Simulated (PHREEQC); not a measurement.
0.2 mol of Anglesite (PbSO4) is brought to equilibrium with 1 kg of water, with rising amounts of KHSO4, at 25 °C. Oxygen alone is held at its pressure in air (log pO2 = -0.68). CO2 from the air is kept out. Solids allowed: Anglesite, Pb(OH)2. Others were left out.

All values are PHREEQC results (ion-association model, phreeqc.dat), not measurements.

| KHSO4 added (mol) | pH | dissolved Pb (mol/kgw) | Pb+2 (mol/kgw) | HSO4- (mol/kgw) | SO4-2 (mol/kgw) |
|---|---|---|---|---|---|
| 0 | 5.80 | 0.000152 | 0.000141 | 2.01e-8 | 0.000143 |
| 0.0208 | 1.95 | 1.56e-5 | 5.95e-6 | 0.00770 | 0.0123 |
| 0.0417 | 1.72 | 1.50e-5 | 5.06e-6 | 0.0190 | 0.0206 |
| 0.0625 | 1.59 | 1.49e-5 | 4.71e-6 | 0.0312 | 0.0274 |
| 0.0833 | 1.50 | 1.49e-5 | 4.49e-6 | 0.0441 | 0.0335 |
| 0.104 | 1.43 | 1.49e-5 | 4.33e-6 | 0.0573 | 0.0391 |
| 0.125 | 1.37 | 1.49e-5 | 4.19e-6 | 0.0710 | 0.0443 |
| 0.146 | 1.32 | 1.48e-5 | 4.07e-6 | 0.0849 | 0.0492 |
| 0.167 | 1.27 | 1.48e-5 | 3.96e-6 | 0.0989 | 0.0539 |
| 0.188 | 1.23 | 1.48e-5 | 3.85e-6 | 0.113 | 0.0584 |
| 0.208 | 1.20 | 1.47e-5 | 3.76e-6 | 0.127 | 0.0625 |
| 0.229 | 1.17 | 1.47e-5 | 3.66e-6 | 0.141 | 0.0666 |
| 0.25 | 1.14 | 1.46e-5 | 3.56e-6 | 0.156 | 0.0707 |
